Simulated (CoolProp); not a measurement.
Saturation properties of p-xylene.

Values from CoolProp's reference Helmholtz-energy equation of state, Zhou 2012.

```json
[
 {"T (K)": "308.6", "p (bar)": "0.02096", "liquid density (kg/m³)": "847.6", "liquid cp (kJ/(kg K))": "1.751", "vapour viscosity (µPa s)": "6.76"},
 {"T (K)": "312.5", "p (bar)": "0.02568", "liquid density (kg/m³)": "844.2", "liquid cp (kJ/(kg K))": "___", "vapour viscosity (µPa s)": "6.83"},
 {"T (K)": "316.4", "p (bar)": "0.03129", "liquid density (kg/m³)": "840.8", "liquid cp (kJ/(kg K))": "___", "vapour viscosity (µPa s)": "6.90"},
 {"T (K)": "320.3", "p (bar)": "0.03790", "liquid density (kg/m³)": "837.4", "liquid cp (kJ/(kg K))": "1.790", "vapour viscosity (µPa s)": "6.97"},
 {"T (K)": "324.2", "p (bar)": "___", "liquid density (kg/m³)": "833.9", "liquid cp (kJ/(kg K))": "1.803", "vapour viscosity (µPa s)": "7.04"},
 {"T (K)": "328", "p (bar)": "0.05447", "liquid density (kg/m³)": "830.6", "liquid cp (kJ/(kg K))": "1.816", "vapour viscosity (µPa s)": "___"},
 {"T (K)": "331.9", "p (bar)": "0.06495", "liquid density (kg/m³)": "827.1", "liquid cp (kJ/(kg K))": "1.829", "vapour viscosity (µPa s)": "___"},
 {"T (K)": "335.8", "p (bar)": "0.07708", "liquid density (kg/m³)": "823.7", "liquid cp (kJ/(kg K))": "1.843", "vapour viscosity (µPa s)": "7.26"},
 {"T (K)": "339.7", "p (bar)": "0.09104", "liquid density (kg/m³)": "820.2", "liquid cp (kJ/(kg K))": "1.856", "vapour viscosity (µPa s)": "7.34"}
]
```

Question: Complete the blanks.

Answer: 
- 312.5, liquid cp (kJ/(kg K)): 1.764
- 316.4, liquid cp (kJ/(kg K)): 1.777
- 324.2, p (bar): 0.04566
- 328, vapour viscosity (µPa s): 7.11
- 331.9, vapour viscosity (µPa s): 7.19

It boils at 411.5 K under 1 atm.

Viscosity comes from a separate model (Balogun 2015).
